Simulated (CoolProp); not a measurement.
The fluid at 298.15 K and 0.129 MPa is throttled through a valve to 0.0764 MPa with no heat exchange. The same conditions are run with several fluids, on thermodynamics alone (safety and materials aside).

Model: reference Helmholtz-energy equation of state of each fluid (n-heptane: Span 2003; cyclopentane: Gedanitz 2015; propylene glycol: Eisenbach 2021; R1336mzz(Z): McLinden 2020; ethylbenzene: Zhou 2012), in CoolProp.

```
fluid             final density (kg/m³)
----------------  ---------------------
n-heptane                             …
cyclopentane                          …
propylene glycol                   1030
R1336mzz(Z)                           …
ethylbenzene                          …
```

Q: Complete the blanks.

A: 
- n-heptane, final density (kg/m³): 680
- cyclopentane, final density (kg/m³): 740
- R1336mzz(Z), final density (kg/m³): 1360
- ethylbenzene, final density (kg/m³): 862
